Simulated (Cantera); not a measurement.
## Diamond growth

A diamond (100) surface in a fixed gas of H2 with x(CH4) = 0.0057, x(H) = 0.0048, at 1273 K, 0.100 bar; coverages are run to steady state.

Computed with Cantera and the Harris–Goodwin 1993 mechanism for the reconstructed diamond (100) surface.

```
x(CH3)   growth (µm/h)  θ c6HH  θ c6H*  θ c6*H  θ c6**    θ c6HM
-------  -------------  ------  ------  ------  ------  --------
1e-06           0.0310   0.400  0.0461   0.515  0.0388   6.95e-6
2.6e-06         0.0805   0.400  0.0461   0.515  0.0388   1.81e-5
6.6e-06          0.204   0.400  0.0461   0.515  0.0387   4.58e-5
1.7e-05          0.526   0.400  0.0461   0.515  0.0387  0.000118
4.3e-05           1.33   0.400  0.0461   0.515  0.0387  0.000298
0.00011           3.39   0.400  0.0460   0.514  0.0385  0.000761
0.00029           8.87   0.399  0.0459   0.513  0.0381   0.00200
0.00074           22.2   0.397  0.0456   0.509  0.0371   0.00502
0.0019            54.4   0.392  0.0449   0.501  0.0347    0.0124
```
θ: site fractions in the mechanism's names (c6HH fully hydrogenated, c6H* and c6*H radical sites, c6** diradical, c6HM methylated).
